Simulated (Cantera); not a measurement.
A perfectly stirred reactor is fed with CH₄ : C₂H₆ : C₃H₈ : O₂ : N₂ = 1 : 0.11 : 0.06 : 1.79 : 6.73 (molar parts), equivalence ratio 1.5, at 5.00 bar; it is adiabatic with a 598 K inlet, and is followed from long to short residence time, starting on the burning branch (τ in s: 0.13, 0.06, 0.028, 0.013, 0.0058, 0.0027, 0.0012, 0.00057, 0.00026, 0.00012, 5.6e-05, 2.6e-05, 1.2e-05).

Computed with Cantera and GRI-Mech 3.0 (53 species, 325 reactions).

Q: What does this change do: O2 1.79 to 2.6 parts?

A: 
| quantity | before | after |
|---|---|---|
| blow-out, bracketed by the residence times tried | burning at 0.120 ms, out at 56.0 µs | burning at 12.0 µs, the shortest tried |
| x(CH₄) at τ = 0.130 s | 0.000163 | 1.27e-7 |
| x(C₂H₆) at τ = 0.130 s | 3.74e-8 | 1.51e-9 |
| x(C₃H₈) at τ = 0.130 s | 1.35e-8 | 1.17e-9 |
| x(C₂H) at τ = 0.130 s | 5.93e-9 | 2.41e-10 |
| x(NO) at τ = 0.130 s | 6.66e-5 | 0.00594 |
| x(CH₄) at τ = 1.20 ms | 0.00299 | 1.22e-5 |
| x(C₂H₆) at τ = 1.20 ms | 7.66e-6 | 1.61e-7 |
| x(C₃H₈) at τ = 1.20 ms | 1.25e-6 | 1.18e-7 |
| x(C₂H) at τ = 1.20 ms | 7.68e-7 | 2.27e-8 |
| x(NO) at τ = 1.20 ms | 7.42e-5 | 0.00311 |
